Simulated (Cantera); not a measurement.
A freely propagating, adiabatic, planar premixed flame of H2 : O2 : N2 = 0.79 : 0.312 : 1.17 (molar parts), equivalence ratio 1.3, unburnt at 323 K and 0.120 bar; mixture-averaged transport, grid criteria slope 0.08 and curve 0.16, no radiation.

Detailed kinetics in Cantera: the H2/O2 subset of GRI-Mech 3.0, which has no nitrogen chemistry. Burning velocities carry a grid error of a few per cent, more on coarse grids.

x: mole fraction of selected species; z is measured from the peak of heat release.

```csv
z (mm),T (K),u (m/s),x H2,x O2,x OH,x HO2,x O,x H
-18.1,323,2.51,0.348,0.137,<1e-8,<1e-8,<1e-8,<1e-8
-12.1,323,2.51,0.348,0.137,<1e-8,<1e-8,<1e-8,<1e-8
-9.07,323,2.51,0.348,0.137,<1e-8,<1e-8,<1e-8,<1e-8
-6.05,323,2.51,0.348,0.137,<1e-8,<1e-8,<1e-8,<1e-8
-3.02,325,2.52,0.347,0.137,1.40e-6,1.57e-5,(withheld),1.62e-6
-1.51,547,4.15,0.318,0.133,0.000762,6.19e-5,(withheld),0.00603
0,1032,7.56,0.186,0.0891,0.00198,1.52e-5,(withheld),0.0609
1.51,1319,9.56,0.0808,0.0249,0.00570,3.82e-6,0.00916,0.0976
3.02,1433,10.3,0.0715,0.0155,0.00748,2.11e-6,0.00890,0.0930
6.05,1560,11.1,0.0753,0.0130,0.00934,1.53e-6,0.00835,0.0797
12.1,1701,12.0,0.0793,0.0107,0.0110,1.09e-6,(withheld),0.0647
24.2,1847,12.9,0.0819,0.00821,0.0121,7.48e-7,(withheld),0.0499
48.4,1989,13.8,0.0830,0.00568,0.0120,4.98e-7,(withheld),0.0364
```

Question: What belongs in the gaps?

Answer: 
- -3.02, x O: 1.96e-7
- -1.51, x O: 9.80e-5
- 0, x O: 0.00488
- 12.1, x O: 0.00721
- 24.2, x O: 0.00563
- 48.4, x O: 0.00387
